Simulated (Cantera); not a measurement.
A freely propagating, adiabatic, planar premixed flame of 5.99 % CH4, 0.485 % C2H6, 14.9 % O2, 55.9 % N2, 22.8 % H2O, unburnt at 598 K and 7.90 bar; mixture-averaged transport, grid criteria slope 0.08 and curve 0.16, no radiation.

Cantera simulation using GRI-Mech 3.0 (53 species, 325 reactions); the numbers are that mechanism's predictions, not measurements. Burning velocities carry a grid error of a few per cent, more on coarse grids.

x: mole fraction of selected species; z is measured from the peak of heat release.

| z (mm) | T (K) | u (m/s) | x CH4 | x C2H6 | x O2 | x CH2 | x H2 | x NO |
|---|---|---|---|---|---|---|---|---|
| -0.645 | 599 | 0.178 | 0.0598 | 0.00485 | 0.148 | <1e-8 | 0.000668 | <1e-8 |
| -0.430 | 610 | 0.181 | 0.0591 | 0.00483 | 0.147 | <1e-8 | 0.00151 | <1e-8 |
| -0.322 | 639 | 0.190 | 0.0575 | 0.00478 | 0.145 | <1e-8 | 0.00234 | <1e-8 |
| -0.215 | 754 | 0.225 | 0.0516 | 0.00447 | 0.136 | <1e-8 | 0.00363 | 2.28e-8 |
| -0.107 | 1135 | 0.342 | 0.0322 | 0.00273 | 0.0999 | <1e-8 | 0.00534 | 4.05e-7 |
| -0.0537 | 1459 | 0.440 | 0.0152 | 0.000933 | 0.0657 | 1.65e-7 | 0.00618 | 1.45e-6 |
| 0 | 1764 | 0.531 | 0.00179 | 2.63e-5 | 0.0319 | 5.22e-6 | 0.00556 | 2.88e-6 |
| 0.0537 | 1891 | 0.565 | 1.94e-5 | <1e-8 | 0.0185 | 3.98e-7 | 0.00327 | 4.35e-6 |
| 0.107 | 1936 | 0.577 | 1.82e-7 | <1e-8 | 0.0150 | <1e-8 | 0.00203 | 5.07e-6 |
| 0.215 | 1966 | 0.585 | <1e-8 | <1e-8 | 0.0131 | <1e-8 | ? | ? |
| 0.430 | 1979 | 0.589 | <1e-8 | <1e-8 | 0.0123 | <1e-8 | 0.000440 | 6.17e-6 |
| 0.860 | 1982 | 0.590 | <1e-8 | <1e-8 | 0.0121 | <1e-8 | 0.000307 | ? |
| 1.72 | 1982 | 0.590 | <1e-8 | <1e-8 | 0.0121 | <1e-8 | 0.000296 | 8.02e-6 |

Question: What belongs in the gaps?

Answer: 
- 0.215, x H2: 0.000981
- 0.215, x NO: 5.67e-6
- 0.860, x NO: 6.81e-6
